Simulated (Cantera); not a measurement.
# Diamond growth

A diamond (100) surface in a fixed gas of H2 with x(CH4) = 0.0026, x(H) = 0.0019, x(CH3) = 0.00014, at 1150 K; coverages are run to steady state.

Model: the Harris–Goodwin 1993 mechanism for the reconstructed diamond (100) surface, integrated in Cantera.

```csv
P (Pa),growth (µm/h),θ c6HH,θ c6H*,θ c6*H,θ c6**,θ c6HM
850,0.113,0.481,0.0326,0.463,0.0211,0.00127
1300,0.216,0.481,0.0326,0.462,0.0211,0.00188
2100,0.463,0.480,0.0325,0.461,0.0210,0.00287
3300,0.965,0.479,0.0325,0.460,0.0210,0.00418
5200,2.01,0.478,0.0324,0.459,0.0209,0.00591
8100,4.03,0.476,0.0323,0.457,0.0209,0.00794
13000,8.17,0.475,0.0322,0.456,0.0208,0.0103
20000,15.0,0.473,0.0321,0.454,0.0207,0.0125
```
θ: site fractions in the mechanism's names (c6HH fully hydrogenated, c6H* and c6*H radical sites, c6** diradical, c6HM methylated).
